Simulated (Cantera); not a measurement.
A Cantera script and what it prints.

```python
import numpy as np
import cantera as ct

gas_names = [...]  # 113 gases of nasa_gas.yaml made of C, H, O, Pb
cond_names = """
    C(gr) C6H6(L) C7H8(L) C8H18(L),n-octa H2O(s) H2O(L) Pb(cr) Pb(L) PbO(rd) PbO(yw) PbO(L) PbO2(s)
    Pb3O4(s)
""".split()


# ... load() reads the species with a 1 bar reference pressure and builds the phases ...
atoms = {
    'PbO': {'Pb': 1, 'O': 1},
    'CH4': {'C': 1, 'H': 4},
    'H2': {'H': 2},
}
top_T = {'C(gr)': 4500, 'Pb3O4(s)': 820}  # K; cautious upper limits of use, not melting points


# ... equilibrate(T, P, feed) seeds the gas with the atoms and calls Mixture.equilibrate('TP', solver="vcs", rtol=1e-11, max_steps=5000) ...
results = []
P = 88000  # Pa
for T in [1148, 1223, 1298, 1373, 1448, 1523, 1598, 1673, 1748, 1823]:
    for m in [0.52, 0.69, 0.91, 1.2, 1.6, 2.1, 2.8, 3.7]:
        feed = {'PbO': 1, 'CH4': m, 'H2': 0.44}  # mol
        mix = equilibrate(T, P, feed)
        results.append((T, P, feed, dict(zip(mix.species_names, mix.species_moles))))

for T, P, feed, n in results:
    print(f"{T:7g} {feed['CH4']:10.4g}  " + (" + ".join(c for c in cond_names if n.get(c, 0) > 1e-12) or "gas only"))
```

Output:

```
   1148       0.52  Pb(L)
   1148       0.69  Pb(L)
   1148       0.91  Pb(L)
   1148        1.2  C(gr) + Pb(L)
   1148        1.6  C(gr) + Pb(L)
   1148        2.1  C(gr) + Pb(L)
   1148        2.8  C(gr) + Pb(L)
   1148        3.7  C(gr) + Pb(L)
   1223       0.52  Pb(L)
   1223       0.69  Pb(L)
   1223       0.91  Pb(L)
   1223        1.2  C(gr) + Pb(L)
   1223        1.6  C(gr) + Pb(L)
   1223        2.1  C(gr) + Pb(L)
   1223        2.8  C(gr) + Pb(L)
   1223        3.7  C(gr) + Pb(L)
   1298       0.52  Pb(L)
   1298       0.69  Pb(L)
   1298       0.91  Pb(L)
   1298        1.2  C(gr) + Pb(L)
   1298        1.6  C(gr) + Pb(L)
   1298        2.1  C(gr) + Pb(L)
   1298        2.8  C(gr) + Pb(L)
   1298        3.7  C(gr) + Pb(L)
   1373       0.52  Pb(L)
   1373       0.69  Pb(L)
   1373       0.91  Pb(L)
   1373        1.2  C(gr) + Pb(L)
   1373        1.6  C(gr) + Pb(L)
   1373        2.1  C(gr) + Pb(L)
   1373        2.8  C(gr) + Pb(L)
   1373        3.7  C(gr) + Pb(L)
   1448       0.52  Pb(L)
   1448       0.69  Pb(L)
   1448       0.91  Pb(L)
   1448        1.2  C(gr) + Pb(L)
   1448        1.6  C(gr) + Pb(L)
   1448        2.1  C(gr) + Pb(L)
   1448        2.8  C(gr) + Pb(L)
   1448        3.7  C(gr) + Pb(L)
   1523       0.52  Pb(L)
   1523       0.69  Pb(L)
   1523       0.91  Pb(L)
   1523        1.2  C(gr) + Pb(L)
   1523        1.6  C(gr) + Pb(L)
   1523        2.1  C(gr) + Pb(L)
   1523        2.8  C(gr) + Pb(L)
   1523        3.7  C(gr) + Pb(L)
   1598       0.52  Pb(L)
   1598       0.69  Pb(L)
   1598       0.91  Pb(L)
   1598        1.2  C(gr) + Pb(L)
   1598        1.6  C(gr) + Pb(L)
   1598        2.1  C(gr) + Pb(L)
   1598        2.8  C(gr) + Pb(L)
   1598        3.7  C(gr) + Pb(L)
   1673       0.52  Pb(L)
   1673       0.69  Pb(L)
   1673       0.91  Pb(L)
   1673        1.2  C(gr) + Pb(L)
   1673        1.6  C(gr) + Pb(L)
   1673        2.1  C(gr) + Pb(L)
   1673        2.8  C(gr) + Pb(L)
   1673        3.7  C(gr)
   1748       0.52  Pb(L)
   1748       0.69  Pb(L)
   1748       0.91  Pb(L)
   1748        1.2  C(gr)
   1748        1.6  C(gr)
   1748        2.1  C(gr)
   1748        2.8  C(gr)
   1748        3.7  C(gr)
   1823       0.52  gas only
   1823       0.69  gas only
   1823       0.91  gas only
   1823        1.2  C(gr)
   1823        1.6  C(gr)
   1823        2.1  C(gr)
   1823        2.8  C(gr)
   1823        3.7  C(gr)
```

Equilibrium computed with Cantera from the NASA thermochemical tables; the gas is ideal and each condensed phase is pure.
